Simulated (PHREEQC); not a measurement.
PHREEQC input (ion-association model, phreeqc.dat):

```
SOLUTION 1
  temp 25
  units mol/kgw
  pH 7 charge
END
SELECTED_OUTPUT 1
  -reset false
  -pH true
  -pe true
  -ionic_strength true
  -water true
  -totals Ca F P
  -molalities H+ Ca+2 PO4-3 F- OH- O2 HPO4-2 H2PO4- H3PO4 HF
    HF2- CaOH+ CaPO4- CaHPO4 CaH2PO4+
  -equilibrium_phases Fluorite Hydroxyapatite
PRINT
  -reset false
USE solution 1
REACTION 1
  H3PO4 1
  0 0.00833 0.0167 0.025 0.0333 0.0417 0.05 0.0583 0.0667 0.075 0.0833 0.0917 0.1 moles
EQUILIBRIUM_PHASES 1
  Fluorite 0 0.5
  Hydroxyapatite 0 0
  O2(g) -0.68 10
END
```

Selected output (columns that matter, 13 of 13 rows; H3PO4 added (mol) added in front):

```
H3PO4 added (mol)	pH	mu	Ca	F	P	m_H+	m_Ca+2	m_F-	m_OH-	m_H2PO4-	m_H3PO4	m_HF	m_CaH2PO4+	Fluorite
0	7.0923	0.00058491	0.00019494	0.00038989	0	8.3021e-08	0.00019494	0.00038984	1.287e-07	0	0	4.5975e-08	0	0.49981
0.00833	2.4111	0.0063602	0.00077124	0.0015425	0.00833	0.0041863	0.00070129	0.00024315	2.841e-12	0.0054143	0.0028457	0.0012969	6.9925e-05	0.49923
0.0167	2.1883	0.010058	0.0010821	0.0021642	0.0167	0.0070976	0.00093893	0.00022218	1.7348e-12	0.0088945	0.0076622	0.0019387	0.00014314	0.49892
0.025	2.0674	0.012987	0.0013152	0.0026305	0.025	0.0094636	0.0011042	0.00021227	1.3298e-12	0.011668	0.01312	0.0024143	0.00021104	0.49868
0.0333	1.9847	0.015507	0.0015094	0.0030187	0.0333	0.011528	0.0012344	0.00020614	1.1094e-12	0.014064	0.018961	0.0028081	0.00027492	0.49849
0.0417	1.9213	0.01778	0.0016806	0.0033612	0.0417	0.013411	0.0013443	0.00020183	9.6628e-13	0.016231	0.025133	0.0031545	0.00033622	0.49832
0.05	1.8712	0.019828	0.0018322	0.0036644	0.05	0.015119	0.0014381	0.00019865	8.6638e-13	0.018188	0.031418	0.0034605	0.00039405	0.49817
0.0583	1.8293	0.021725	0.0019707	0.0039415	0.0583	0.016712	0.0015211	0.00019616	7.9117e-13	0.020004	0.037846	0.0037397	0.00044956	0.49803
0.0667	1.7931	0.023521	0.0021004	0.0042008	0.0667	0.018227	0.0015967	0.00019412	7.3142e-13	0.021727	0.044469	0.0040007	0.0005037	0.4979
0.075	1.7618	0.025196	0.0022201	0.0044403	0.075	0.019646	0.0016647	0.00019245	6.8357e-13	0.023335	0.051109	0.0042415	0.00055543	0.49778
0.0833	1.7341	0.026786	0.0023329	0.0046658	0.0833	0.020999	0.0017272	0.00019103	6.4378e-13	0.024864	0.05783	0.0044682	0.00060561	0.49767
0.0917	1.7088	0.028323	0.002441	0.004882	0.0917	0.02231	0.001786	0.0001898	6.0967e-13	0.026343	0.064702	0.0046853	0.00065498	0.49756
0.1	1.6862	0.029778	0.0025427	0.0050854	0.1	0.023555	0.0018401	0.00018874	5.8066e-13	0.027745	0.071552	0.0048895	0.0007025	0.49746
```
